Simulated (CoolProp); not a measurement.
A single-stage vapour-compression cycle with hydrogen chloride: evaporating at 212.15 K (dew point), condensing at 232.15 K (bubble point), superheat 10 K, subcooling 8 K, compressor efficiency 0.65, no pressure losses. Each further row changes one setting.

Computed with CoolProp (reference Helmholtz-energy equation of state, Thol 2018).

| case | cooling COP | pressure ratio | discharge temperature (K) | refrigerating effect (kJ/kg) | volumetric capacity (kJ/m³) |
|---|---|---|---|---|---|
| as stated | 6.19 | 2.21 | 303.3 | 405 | 2830 |
| evaporating temperature 217.15 K | 8.66 | 1.79 | 285.2 | 407 | 3470 |
| condensing temperature 227.15 K | 8.46 | 1.84 | 282.6 | 413 | 2890 |
| subcooling 13 K | 6.32 | 2.21 | 303.3 | 413 | 2890 |
| superheat 20 K | 6.00 | 2.21 | 318.0 | 414 | 2740 |
| compressor efficiency 0.55 | 5.24 | 2.21 | 317.0 | 405 | 2830 |
